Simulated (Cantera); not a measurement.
## B₂H₆ + N₂ (boron, boron nitride and boron oxide)

Input: 1 mol B₂H₆, a varied amount of N₂, held at 2273 K and 64.5 Torr.

Method: chemical equilibrium by Gibbs-energy minimisation in Cantera with the NASA 1993 tables (ideal gas, pure condensed phases). Candidate condensed phases: B, BN; 15 gas species. The feed counts by its element totals alone. Mutual solubility and eutectic melting of coexisting phases are not modelled. The tables' values for BH₂ are old estimates; treat these amounts as uncertain. Gases not in the tables: B₂H₆ and higher boranes. The numbers say what is thermodynamically allowed, not how fast it happens.

From 0.63 mol N₂ to 0.9 mol N₂ the condensed part is B(s) + BN(s). From 1.3 mol N₂ to 15 mol N₂ the condensed part is BN(s).

| n(N₂) (mol) | x H₂ | x N₂ | x H | x BH₂ | x B | x BH | x BH₃ | x BN | n B(s) | n BN(s) |
|---|---|---|---|---|---|---|---|---|---|---|
| 0.63 | 0.921 | 0.0492 | 0.0275 | 0.00170 | 8.37e-5 | 2.23e-5 | 1.72e-5 | 3.18e-6 | 1.05 | 0.945 |
| 0.9 | 0.921 | 0.0492 | 0.0275 | 0.00170 | 8.37e-5 | 2.23e-5 | 1.72e-5 | 3.18e-6 | 0.509 | 1.49 |
| 1.3 | 0.882 | 0.0903 | 0.0269 | 0.00120 | 6.18e-5 | 1.61e-5 | 1.19e-5 | 3.18e-6 | 0 | 2.00 |
| 1.8 | 0.766 | 0.208 | 0.0251 | 0.000688 | 4.07e-5 | 9.89e-6 | 6.34e-6 | 3.18e-6 | 0 | 2.00 |
| 2.6 | 0.633 | 0.344 | 0.0228 | 0.000442 | 3.17e-5 | 6.99e-6 | 3.70e-6 | 3.18e-6 | 0 | 2.00 |
| 3.7 | 0.510 | 0.469 | 0.0205 | 0.000306 | 2.71e-5 | 5.38e-6 | 2.30e-6 | 3.18e-6 | 0 | 2.00 |
| 5.3 | 0.398 | 0.584 | 0.0181 | 0.000214 | 2.43e-5 | 4.26e-6 | 1.42e-6 | 3.18e-6 | 0 | 2.00 |
| 7.6 | 0.302 | 0.682 | 0.0157 | 0.000150 | 2.25e-5 | 3.43e-6 | 8.67e-7 | 3.18e-6 | 0 | 2.00 |
| 11 | 0.222 | 0.764 | 0.0135 | 0.000104 | 2.12e-5 | 2.78e-6 | 5.18e-7 | 3.18e-6 | 0 | 2.00 |
| 15 | 0.169 | 0.819 | 0.0118 | 7.68e-5 | 2.05e-5 | 2.35e-6 | 3.33e-7 | 3.18e-6 | 0 | 2.00 |
x: gas mole fraction; n: condensed amount in mol.
